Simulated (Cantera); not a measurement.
A closed system holds: 1 mol FeS, 1100 mol H₂, 5.4 mol N₂, at 3.90 bar.

Method: chemical equilibrium by Gibbs-energy minimisation in Cantera with the NASA 1993 tables (ideal gas, pure condensed phases). Candidate condensed phases: Fe, FeS, FeS₂, S; 16 gas species. Kinetics and transport are ignored.

### Question
Which condensed phases are stable at each of these points (T (K)): 1073, 1123, 1173, 1223, 1273, 1323, 1373, 1423, 1473, 1523?

### Answer
```tsv
T (K)	condensed phases	Fe condensed (%)
1073	Fe(α)	100.0
1123	Fe(α)	100.0
1173	Fe(α)	100.0
1223	Fe(γ)	100.0
1273	Fe(γ)	100.0
1323	Fe(γ)	100.0
1373	Fe(γ)	100.0
1423	Fe(γ)	100.0
1473	Fe(γ)	100.0
1523	Fe(γ)	100.0
```

From 1073 K to 1173 K the condensed part is Fe(α). From 1223 K to 1523 K the condensed part is Fe(γ).
